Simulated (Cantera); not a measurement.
A closed system holds: 1 mol TiCl₄, 0.98 mol H₂O, held at 0.170 bar.

Equilibrium computed with Cantera from the NASA thermochemical tables; the gas is ideal and each condensed phase is pure. Candidate condensed phases: H₂O, Ti, TiCl₂, TiCl₃, TiCl₄, TiO, TiO₂, Ti₂O₃, Ti₃O₅, Ti₄O₇; 23 gas species. Equilibrium is a limit: real reactors are often held back by kinetics, nucleation or transport. All values below are at 1450 K.

Base state: HCl 0.791, TiCl₄ 0.205, TiCl₃ 0.00153, Cl 0.00138, H₂O 0.000413, Cl₂ 0.000190, H₂ 0.000115 (mole fractions); condensed: TiO₂(rutile).

Problem. What changes in the equilibrium state with this change: TiCl₄ replaced by Ti(OiPr)₄?

Solution. 
```json
[
 {"species": "H₂", "before": "0.000115", "after": "0.750"},
 {"species": "CO", "before": "0", "after": "0.249"},
 {"species": "CH₄", "before": "0", "after": "0.000316"},
 {"species": "HCl", "before": "0.791", "after": "0"},
 {"species": "TiCl₄", "before": "0.205", "after": "0"},
 {"species": "TiCl₃", "before": "0.00153", "after": "0"},
 {"species": "Cl", "before": "0.00138", "after": "0"},
 {"species": "Cl₂", "before": "0.000190", "after": "0"},
 {"species": "TiO₂(rutile), mol", "before": "0.489", "after": "0"},
 {"species": "C(graphite), mol", "before": "0", "after": "6.02"},
 {"species": "TiC(s), mol", "before": "0", "after": "1.00"}
]
```
The feed counts by its element totals alone. TiC: taken at fixed stoichiometry. Further candidate phases: C, C₆H₆, C₇H₈, C₈H₁₈, TiC.
